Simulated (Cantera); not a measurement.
Input: 1 mol ZrN, 0.18 mol N2, at 1527 °C and 0.850 bar.

These are equilibrium values from Cantera (NASA tables, ideal gas, pure condensed phases), not measurements of a reactor. Candidate condensed phases: Zr, ZrN; 4 gas species. ZrN: taken at fixed stoichiometry. Kinetics and transport are ignored.

**Question.** What is the equilibrium state?

**Answer.** x(N2): 1.00
n(ZrN(s)): 1.00 mol
gas amount: 0.1800 mol
log10 activity of Zr(β) (absent): -5.76
